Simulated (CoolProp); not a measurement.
Vapour-liquid equilibrium of CH2F2 (R32) (1) + R123 (2) at 0.0677 MPa; x and y are mole fractions of (1).

The numbers come from the multi-fluid Helmholtz-energy mixture model, Tillner-Roth 1997 and Younglove 1994; pair parameters Bell 2016 in CoolProp.

```csv
x,bubble temperature (°C),y at the bubble point,dew temperature at overall composition x (°C),liquid density (mol/L)
0.05,-6.9,0.660,___,___
0.125,-26.4,0.887,13.9,11.18
0.2,-36.6,0.944,11.7,11.88
0.275,-42.6,0.965,9.4,___
0.35,-46.5,0.975,6.9,13.31
0.425,-49.2,0.981,4.1,14.08
0.5,-51.1,0.985,1.1,14.92
0.575,-52.6,0.987,-2.4,15.83
0.65,-53.9,0.990,-6.3,16.85
0.725,-55.0,0.991,-11.0,17.98
0.8,-56.1,0.993,-16.8,19.27
0.875,-57.2,0.996,-24.8,20.73
0.95,-58.4,0.998,-38.2,22.43
```

**Question.** Fill in the missing entries.

**Answer.** 
- 0.05, dew temperature at overall composition x (°C): 15.9
- 0.05, liquid density (mol/L): 10.38
- 0.275, liquid density (mol/L): 12.58

No azeotrope shows between x = 0.05 and 0.95.

The pair parameters rest on a limited set of measurements; away from them the model extrapolates.
